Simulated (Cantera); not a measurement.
Input: 1 mol CCl₄, a varied amount of H₂, held at 675 °C and 10000 Pa.

Method: chemical equilibrium by Gibbs-energy minimisation in Cantera with the NASA 1993 tables (ideal gas, pure condensed phases). Candidate condensed phases: C, C₆H₆, C₇H₈, C₈H₁₈; 91 gas species. Gases not in the tables: chlorinated aromatics. Rates play no part.

x: gas mole fraction; n: condensed amount in mol.

| n(H₂) (mol) | x HCl | x Cl₂ | x H₂ | x CH₄ | x CCl₄ | x Cl | n C(graphite) |
|---|---|---|---|---|---|---|---|
| 0.12 | 0.113 | 0.885 | <1e-12 | <1e-12 | 0.000968 | 0.000509 | 0.998 |
| 0.2 | 0.182 | 0.817 | <1e-12 | <1e-12 | 0.000824 | 0.000489 | 0.998 |
| 0.32 | 0.276 | 0.723 | <1e-12 | <1e-12 | 0.000646 | 0.000460 | 0.999 |
| 0.53 | 0.419 | 0.580 | 2.58e-12 | <1e-12 | 0.000416 | 0.000412 | 0.999 |
| 0.86 | [?] | [?] | [?] | <1e-12 | [?] | [?] | 0.999 |
| 1.4 | 0.823 | 0.176 | 3.28e-11 | <1e-12 | 3.84e-5 | 0.000227 | 1.000 |
| 2.3 | [?] | [?] | [?] | [?] | <1e-12 | [?] | 1.000 |
| 3.8 | 0.691 | 1.32e-11 | 0.308 | 0.00162 | <1e-12 | 1.97e-9 | 0.991 |
| 6.1 | 0.496 | 4.19e-12 | 0.500 | 0.00429 | <1e-12 | 1.11e-9 | 0.965 |

Task: What belongs in the gaps?

Result: 
- 0.86, x HCl: 0.601
- 0.86, x Cl₂: 0.398
- 0.86, x H₂: 7.74e-12
- 0.86, x CCl₄: 0.000196
- 0.86, x Cl: 0.000341
- 2.3, x HCl: 0.930
- 2.3, x Cl₂: 1.06e-10
- 2.3, x H₂: 0.0696
- 2.3, x CH₄: 8.32e-5
- 2.3, x Cl: 5.57e-9
